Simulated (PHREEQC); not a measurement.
Synthetic water in mg/L, 25 °C, pH 6.52, pe 2.4:

```tsv
constituent	mg/L
Na	555
K	3.89
Ca	166
Mg	185
Cl	1020
S(6) as SO4	400
Alkalinity as HCO3	674
Li	1.03
Mn(2)	34.5
Fe(2)	43.1
Br	0.681
```

Na is adjusted to close the charge balance.
Valence states are taken as typed.

Equilibrium calculation in PHREEQC: ion-association model, phreeqc.dat.

No solid was allowed to form.

Problem. Order these Mn species by the share of Mn that they hold, largest first: MnSO4, MnHCO3+, Mn+2, MnCl+, MnCO3.

Solution. Mn+2 (62 %), MnHCO3+ (26 %), MnSO4 (6.2 %), MnCl+ (3.3 %), MnCO3 (2.9 %)

Problem. Order these Fe species by the share of Fe that they hold, largest first: FeCO3, FeHCO3+, FeCl+, FeSO4, Fe+2.

Solution. Fe+2 (63 %), FeHCO3+ (29 %), FeSO4 (6.2 %), FeCl+ (1.1 %), FeCO3 (0.87 %)

The pH is 6.52 and the ionic strength 0.0581 mol/kgw. Examples of supersaturated solids here: Rhodochrosite, Siderite. Others may be too. Complexes and solids missing from the database can't appear.
